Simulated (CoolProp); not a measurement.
A single-stage vapour-compression cycle with the fluid: evaporating at 198.15 K (dew point), condensing at 234.15 K (bubble point), superheat 5 K, subcooling 0 K, compressor efficiency 0.9, no pressure losses. The same conditions are run with several fluids, on thermodynamics alone (safety and materials aside).

Computed with CoolProp (reference Helmholtz-energy equation of state of each fluid (R143a: Lemmon and Jacobsen 2000; R125: Lemmon 2005; chlorine: Thol 2021; ethane: Bücker 2006; R22: Kamei 1995; carbonyl sulfide: Lemmon 2006)).

| fluid | cooling COP | pressure ratio | discharge temperature (K) | refrigerating effect (kJ/kg) | volumetric capacity (kJ/m³) |
|---|---|---|---|---|---|
| R143a | 4.27 | 6.73 | 265.6 | 202 | 223 |
| R125 | 4.24 | 7.12 | 255.7 | 142 | 222 |
| chlorine | 4.02 | 7.47 | 350.6 | 277 | 126 |
| ethane | 4.12 | 4.02 | 271.5 | 383 | 1430 |
| R22 | 4.23 | 7.49 | 292.5 | 218 | 166 |
| carbonyl sulfide | 4.17 | 6.08 | 310.1 | 286 | 279 |
